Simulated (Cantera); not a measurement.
Diamond growth

A diamond (100) surface in a fixed gas of H2 with x(CH4) = 0.0023, x(CH3) = 0.00059, at 1250 K, 4900 Pa; coverages are run to steady state.

Model: the Harris–Goodwin 1993 mechanism for the reconstructed diamond (100) surface, integrated in Cantera.

| x(H) | growth (µm/h) | θ c6HH | θ c6H* | θ c6*H | θ c6** | θ c6HM |
|---|---|---|---|---|---|---|
| 0.0001 | 0.253 | 0.634 | 0.0279 | 0.326 | 0.00391 | 0.00161 |
| 0.00021 | 0.676 | 0.542 | 0.0346 | 0.404 | 0.00845 | 0.00214 |
| 0.00046 | 1.47 | 0.476 | 0.0392 | 0.457 | 0.0156 | 0.00267 |
| 0.00097 | 2.58 | 0.441 | 0.0415 | 0.484 | 0.0232 | 0.00309 |
| 0.0021 | 4.18 | 0.421 | 0.0427 | 0.498 | 0.0298 | 0.00333 |
| 0.0044 | 6.47 | 0.411 | 0.0433 | 0.504 | 0.0341 | 0.00331 |
| 0.0094 | 10.2 | 0.407 | 0.0436 | 0.507 | 0.0366 | 0.00302 |
| 0.02 | 15.5 | 0.405 | 0.0439 | 0.509 | 0.0379 | 0.00246 |
| 0.043 | 21.9 | 0.404 | 0.0442 | 0.510 | 0.0387 | 0.00173 |
θ: site fractions in the mechanism's names (c6HH fully hydrogenated, c6H* and c6*H radical sites, c6** diradical, c6HM methylated).
